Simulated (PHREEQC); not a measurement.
Consider water at 14 °C with 130 mmol/kgw NaHS, 0.0034 mmol/kgw Ca(HCO3)2 and 0.49 mmol/kgw KCl. Closed to the air; pH follows from the charge balance.

Model: ion-association model, phreeqc.dat, run in PHREEQC.

Each row changes one thing in this solution. This is a speciation only: nothing precipitates in the calculation.

```json
[
 {"case": "as made", "pH": "9.87", "ionic strength (mol/kgw)": "0.131", "H2S (mol/kgw)": "0.000158", "SI of Halite (NaCl)": "-5.99", "SI of Sylvite (KCl)": "-7.71"},
 {"case": "Ca(HCO3)2 left out", "pH": "9.88", "ionic strength (mol/kgw)": "0.131", "H2S (mol/kgw)": "0.000157", "SI of Halite (NaCl)": "-5.99", "SI of Sylvite (KCl)": "-7.71"},
 {"case": "KCl from 0.00049 to 9.8e-05 mol/kgw", "pH": "9.87", "ionic strength (mol/kgw)": "…", "H2S (mol/kgw)": "0.000158", "SI of Halite (NaCl)": "…", "SI of Sylvite (KCl)": "-9.11"},
 {"case": "diluted 10-fold with water", "pH": "9.70", "ionic strength (mol/kgw)": "0.0131", "H2S (mol/kgw)": "2.88e-5", "SI of Halite (NaCl)": "-7.86", "SI of Sylvite (KCl)": "-9.56"},
 {"case": "temperature from 14 to 45 °C", "pH": "9.22", "ionic strength (mol/kgw)": "0.131", "H2S (mol/kgw)": "0.000298", "SI of Halite (NaCl)": "…", "SI of Sylvite (KCl)": "-7.88"},
 {"case": "0.0029 mol/kgw HBr added", "pH": "…", "ionic strength (mol/kgw)": "0.131", "H2S (mol/kgw)": "0.00291", "SI of Halite (NaCl)": "-5.99", "SI of Sylvite (KCl)": "-7.71"}
]
```

Task: What belongs in the gaps?

Result: 
- KCl from 0.00049 to 9.8e-05 mol/kgw, ionic strength (mol/kgw): 0.130
- KCl from 0.00049 to 9.8e-05 mol/kgw, SI of Halite (NaCl): -6.69
- temperature from 14 to 45 °C, SI of Halite (NaCl): -6.03
- 0.0029 mol/kgw HBr added, pH: 8.60

Complexes and solids missing from the database can't appear. Away from 25 °C the constants follow the database's enthalpies or fits; those with neither stay at their 25 °C values.
